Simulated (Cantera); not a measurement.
Mixture: 19.2 % CO, 0.423 % H2, 16.9 % O2, 63.5 % N2, at 25.0 bar, adiabatic and at constant volume. Ignition delay is the time to a rise of 400 K.

Model: GRI-Mech 3.0 (53 species, 325 reactions), integrated in Cantera. The hydrogen kinetics of GRI-Mech 3.0 are dated; newer H2 mechanisms differ, most at raised pressure. The pressure lies above the range GRI-Mech 3.0 was tuned for (to about 10 atm).

Question: Predict: delay at 1050 K; delay at 1150 K; delay at 1250 K; delay at 1350 K; delay at 1450 K; apparent activation energy between 1400 and 1500 K.

Answer: 
| Item | Result |
|---|---|
| delay at 1050 K | 1.98 ms |
| delay at 1150 K | 0.318 ms |
| delay at 1250 K | 74.7 µs |
| delay at 1350 K | 24.7 µs |
| delay at 1450 K | 11.4 µs |
| apparent activation energy between 1400 and 1500 K | 110 kJ/mol |
